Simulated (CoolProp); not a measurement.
Vapour-liquid equilibrium of R143a (1) + R134a (2) at 0.0758 MPa; x and y are mole fractions of (1).

Model: multi-fluid Helmholtz-energy mixture model, Lemmon and Jacobsen 2000 and Tillner-Roth 1994; pair parameters Lemmon 2004, in CoolProp.

| x | bubble temperature, mixture model (K) | bubble temperature, Raoult's law (K) | y, mixture model | y, Raoult's law |
|---|---|---|---|---|
| 0.05 | 239.4 | 239.3 | 0.117 | 0.121 |
| 0.15 | 236.5 | 236.4 | 0.313 | 0.321 |
| 0.25 | 233.8 | 233.7 | 0.468 | 0.478 |
| 0.35 | 231.4 | 231.3 | 0.592 | 0.601 |
| 0.45 | 229.2 | 229.2 | 0.692 | 0.700 |
| 0.55 | 227.2 | 227.2 | 0.773 | 0.780 |
| 0.65 | 225.4 | 225.3 | 0.840 | 0.846 |
| 0.75 | 223.7 | 223.7 | 0.896 | 0.900 |
| 0.85 | 222.1 | 222.1 | 0.943 | 0.945 |
| 0.95 | 220.7 | 220.7 | 0.982 | 0.983 |

The largest gap from Raoult's law is +0.1 K in bubble temperature, at x = 0.25. No azeotrope shows between x = 0.05 and 0.95.

Pair parameters are fitted to limited data, so mixtures are less certain than the pure fluids.
